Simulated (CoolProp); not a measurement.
C3F8 (R218) along the isobar 761 kPa: fugacity coefficient from the reference equation and from simpler models built on Tc = 345.0 K, pc = 2640 kPa, ω = 0.317; each cubic takes its own stable root.

The numbers come from the reference Helmholtz-energy equation of state, Lemmon 2006 in CoolProp. It is a short technical equation, of lower accuracy than the large ones.

```csv
T (K),phase,reference
206.2,liquid,0.02754
227.1,liquid,0.08613
248,liquid,0.2113
268.9,liquid,0.4314
289.8,liquid,0.7631
310.7,gas,0.8635
331.5,gas,0.8920
352.4,gas,0.9132
373.3,gas,0.9295
394.2,gas,0.9422
415.1,gas,0.9524
```

### Question
How far does each simpler model (van der Waals, Redlich-Kwong, Soave-Redlich-Kwong, Peng-Robinson) lie from the reference over these 11 states: mean and median of the absolute difference, and the worst?

### Answer
- van der Waals: mean 156.1 %, median 3.1 %, worst +937.0 % at 206.2 K and 761 kPa
- Redlich-Kwong: mean 34.5 %, median 0.9 %, worst +152.9 % at 206.2 K and 761 kPa
- Soave-Redlich-Kwong: mean 0.6 %, median 0.3 %, worst +1.6 % at 289.8 K and 761 kPa
- Peng-Robinson: mean 1.0 %, median 1.1 %, worst +1.8 % at 206.2 K and 761 kPa

At some of these states van der Waals, Redlich-Kwong gives the other phase, because its saturation line lies elsewhere.
